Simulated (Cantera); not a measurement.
What does this Cantera script print?

```python
import numpy as np
import cantera as ct

gas = ct.Solution("gri30.yaml")


def delay(T, t_max=10):
    gas.TPX = T, 1100000, {'CO': 1, 'H2': 0.55, 'CH4': 0.082, 'O2': 2.29, 'N2': 8.61}
    reactor = ct.IdealGasReactor(gas, clone=False)
    net = ct.ReactorNet([reactor])
    net.rtol, net.atol = 1e-8, 1e-16
    while net.time < t_max:
        t_old, T_old = net.time, reactor.T
        net.step()
        if reactor.T > T + 400:  # ignition: a rise of 400 K
            return t_old + (T + 400 - T_old) / (reactor.T - T_old) * (net.time - t_old)
    return np.nan


taus = []
for T in [1075, 1175, 1275, 1375, 1475, 1575, 1675, 1775, 1875, 1975]:
    taus.append(delay(T))
    print(f"T0 = {T:6g} K   tau = {taus[-1]:.4e} s")
```

Result:

```
T0 =   1075 K   tau = 1.2244e-03 s
T0 =   1175 K   tau = 1.2809e-04 s
T0 =   1275 K   tau = 1.9630e-05 s
T0 =   1375 K   tau = 6.8821e-06 s
T0 =   1475 K   tau = 3.8448e-06 s
T0 =   1575 K   tau = 2.6609e-06 s
T0 =   1675 K   tau = 2.0872e-06 s
T0 =   1775 K   tau = 1.7788e-06 s
T0 =   1875 K   tau = 1.6076e-06 s
T0 =   1975 K   tau = 1.5183e-06 s
```

Computed with Cantera and GRI-Mech 3.0 (53 species, 325 reactions). Where the delays flatten at high temperature, the 400 K rule measures the pace of heat release, not the induction time.
